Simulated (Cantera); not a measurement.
A perfectly stirred reactor is fed with CO : O2 : H2O : N2 = 0.025 : 0.042 : 0.095 : 1 (molar parts), equivalence ratio 0.30, at 9.87 atm; it is held at 1300 K, and followed from long to short residence time.

Detailed kinetics in Cantera: GRI-Mech 3.0 (53 species, 325 reactions).

Task: What does this change do: temperature 1300 to 1050 K?

Result: 
```csv
quantity,before,after
x(CO) at τ = 19.0 s,1.28e-5,0.00114
x(O2) at τ = 19.0 s,0.0257,0.0262
x(H2O) at τ = 19.0 s,0.0826,0.0826
x(H2) at τ = 19.0 s,2.50e-7,2.85e-6
x(NO2) at τ = 19.0 s,5.26e-10,4.56e-10
x(CO) at τ = 0.250 s,0.000683,0.0113
x(O2) at τ = 0.250 s,0.0260,0.0312
x(H2O) at τ = 0.250 s,0.0826,0.0821
x(H2) at τ = 0.250 s,1.11e-5,2.14e-5
x(NO2) at τ = 0.250 s,8.01e-9,8.15e-11
```

Task: What does this change do: O2 0.042 to 0.026 parts?

Result: 
| quantity | before | after |
|---|---|---|
| x(CO) at τ = 19.0 s | 1.28e-5 | 1.39e-5 |
| x(O2) at τ = 19.0 s | 0.0257 | 0.0119 |
| x(H2O) at τ = 19.0 s | 0.0826 | 0.0838 |
| x(H2) at τ = 19.0 s | 2.50e-7 | 5.76e-7 |
| x(NO2) at τ = 19.0 s | 5.26e-10 | 5.23e-10 |
| x(CO) at τ = 0.250 s | 0.000683 | 0.000699 |
| x(O2) at τ = 0.250 s | 0.0260 | 0.0123 |
| x(H2O) at τ = 0.250 s | 0.0826 | 0.0838 |
| x(H2) at τ = 0.250 s | 1.11e-5 | 2.38e-5 |
| x(NO2) at τ = 0.250 s | 8.01e-9 | 8.44e-9 |
